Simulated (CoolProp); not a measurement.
Vapour pressure (kPa) of isobutene: the reference equation beside estimates from Tc = 418.1 K, pc = 4016 kPa, ω = 0.193.

Model: reference Helmholtz-energy equation of state, Lemmon 2005, in CoolProp. It is a short technical equation, of lower accuracy than the large ones.

| T (K) | reference | Soave-Redlich-Kwong | Peng-Robinson |
|---|---|---|---|
| 197.2 | 2.198 | 2.169 | 2.382 |
| 202.9 | … | 3.341 | 3.629 |
| 208.6 | 5.086 | 5.010 | 5.386 |
| 214.3 | 7.442 | 7.330 | 7.808 |
| 220 | 10.64 | 10.48 | 11.08 |
| 225.7 | 14.90 | 14.69 | 15.40 |
| 231.4 | 20.47 | 20.20 | 21.02 |
| 237.1 | 27.63 | 27.28 | 28.22 |
| 242.8 | 36.69 | 36.26 | … |
| 248.5 | … | 47.49 | 48.59 |

**Question.** Fill in the missing entries.

**Answer.** 
- 202.9, reference: 3.390
- 242.8, Peng-Robinson: 37.30
- 248.5, reference: 47.98

Absolute difference from the reference over all 10 rows, mean and median: Soave-Redlich-Kwong 1.3 and 1.4 %, Peng-Robinson 4.1 and 3.7 %.
